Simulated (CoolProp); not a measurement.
Vapour-liquid equilibrium of benzene (1) + m-xylene (2) at 360.7 K; x and y are mole fractions of (1).

Model: multi-fluid Helmholtz-energy mixture model, Thol 2012 and Zhou 2012; pair parameters Bell 2016, in CoolProp.

```
x      bubble pressure, mixture model (kPa)  bubble pressure, Raoult's law (kPa)  y, mixture model  y, Raoult's law
-----  ------------------------------------  -----------------------------------  ----------------  ---------------
0.05                                    [?]                                25.43             0.251            0.249
0.125                                 33.63                                33.44             0.472            0.474
0.2                                   41.56                                41.44             0.607            0.612
0.275                                 49.42                                49.45             0.698            0.705
0.35                                  57.25                                57.46             0.765            0.773
0.425                                 65.09                                65.47             0.816            0.824
0.5                                   72.95                                73.48             0.856            0.863
0.575                                 80.87                                81.49             0.889            0.895
0.65                                  88.84                                89.50               [?]            0.921
0.725                                 96.88                                97.50               [?]            0.943
0.8                                   105.0                                105.5             0.959            0.962
0.875                                   [?]                                113.5             0.976            0.978
0.95                                  121.4                                121.5             0.991            0.992
```

Question: Fill in the missing entries.

Answer: 
- 0.05, bubble pressure, mixture model (kPa): 25.57
- 0.65, y, mixture model: 0.916
- 0.725, y, mixture model: 0.939
- 0.875, bubble pressure, mixture model (kPa): 113.2

The largest gap from Raoult's law is -0.8 % in bubble pressure, at x = 0.575. No azeotrope shows between x = 0.05 and 0.95.

The pair parameters rest on a limited set of measurements; away from them the model extrapolates. The gap from Raoult's law changes sign with composition, which may be real or a fault of the pair parameters; it wasn't checked against measurements.
